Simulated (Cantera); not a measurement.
Cantera run:

```python
import numpy as np
import cantera as ct

gas_names = """
    CL CL2 H HCL H2 N NH NH2 NH3 N2 N2H2 N2H4 Si SiCL SiCL2 SiCL3 SiCL4 SiH SiHCL3 SiH2 SiH2CL2 SiH3
    SiH3CL SiH4 SiN Si2 Si2N Si3
""".split()
cond_names = """
    NH4CL(a) NH4CL(b) Si(cr) Si(L) Si3N4(a)
""".split()


# ... load() reads the species with a 1 bar reference pressure and builds the phases ...
atoms = {
    'SiHCl3': {'Si': 1, 'H': 1, 'CL': 3},
    'NH3': {'N': 1, 'H': 3},
    'H2': {'H': 2},
}
top_T = {'Si3N4(a)': 2400}  # K; cautious upper limits of use, not melting points


# ... equilibrate(T, P, feed) seeds the gas with the atoms and calls Mixture.equilibrate('TP', solver="vcs", rtol=1e-11, max_steps=5000) ...
results = []
feed = {'SiHCl3': 1, 'NH3': 2.1, 'H2': 6.9}  # mol
P = 37000  # Pa
for T in [800, 900, 1000, 1100, 1200, 1300, 1400, 1500, 1600, 1700]:
    mix = equilibrate(T, P, feed)
    results.append((T, P, feed, dict(zip(mix.species_names, mix.species_moles))))
    x = sorted(zip(gas.X, gas.species_names), reverse=True)
    print(f"T = {T:g} K  P = {P:g} Pa  gas = {mix.phase_moles(0):.4g} mol")
    print("   x: " + "  ".join(f"{s} {v:.3e}" for v, s in x if v > 0.001))
    print("   condensed (mol): " + ("  ".join(f"{mix.phase(i).name} {mix.phase_moles(i):.4g}"
          for i in range(1, mix.n_phases) if mix.phase_moles(i) > 1e-12) or "none"))
```

It prints:

```
T = 800 K  P = 37000 Pa  gas = 12.38 mol
   x: H2 7.559e-01  HCL 1.921e-01  N2 3.928e-02  SiCL4 1.253e-02
   condensed (mol): Si3N4(a) 0.2814
T = 900 K  P = 37000 Pa  gas = 12.39 mol
   x: H2 7.491e-01  HCL 2.041e-01  N2 3.724e-02  SiCL4 9.408e-03
   condensed (mol): Si3N4(a) 0.2941
T = 1000 K  P = 37000 Pa  gas = 12.4 mol
   x: H2 7.444e-01  HCL 2.123e-01  N2 3.587e-02  SiCL4 7.269e-03
   condensed (mol): Si3N4(a) 0.3025
T = 1100 K  P = 37000 Pa  gas = 12.41 mol
   x: H2 7.412e-01  HCL 2.177e-01  N2 3.495e-02  SiCL4 5.766e-03
   condensed (mol): Si3N4(a) 0.3081
T = 1200 K  P = 37000 Pa  gas = 12.41 mol
   x: H2 7.390e-01  HCL 2.213e-01  N2 3.437e-02  SiCL4 4.666e-03
   condensed (mol): Si3N4(a) 0.3116
T = 1300 K  P = 37000 Pa  gas = 12.42 mol
   x: H2 7.377e-01  HCL 2.231e-01  N2 3.417e-02  SiCL4 3.800e-03
   condensed (mol): Si3N4(a) 0.3128
T = 1400 K  P = 37000 Pa  gas = 12.43 mol
   x: H2 7.373e-01  HCL 2.222e-01  N2 3.470e-02  SiCL4 3.002e-03  SiCL2 1.154e-03
   condensed (mol): Si3N4(a) 0.3093
T = 1500 K  P = 37000 Pa  gas = 12.46 mol
   x: H2 7.383e-01  HCL 2.154e-01  N2 3.695e-02  SiCL2 4.622e-03  SiCL4 2.117e-03  SiCL3 1.755e-03
   condensed (mol): Si3N4(a) 0.2947
T = 1600 K  P = 37000 Pa  gas = 12.54 mol
   x: H2 7.415e-01  HCL 1.986e-01  N2 4.225e-02  SiCL2 1.312e-02  SiCL3 2.513e-03  SiCL4 1.185e-03
   condensed (mol): Si3N4(a) 0.2601
T = 1700 K  P = 37000 Pa  gas = 12.66 mol
   x: H2 7.468e-01  HCL 1.717e-01  N2 5.065e-02  SiCL2 2.695e-02  SiCL3 2.622e-03
   condensed (mol): Si3N4(a) 0.2043
```

Equilibrium computed with Cantera from the NASA thermochemical tables; the gas is ideal and each condensed phase is pure. The tables' values for SiCl3 are old estimates; treat these amounts as uncertain.
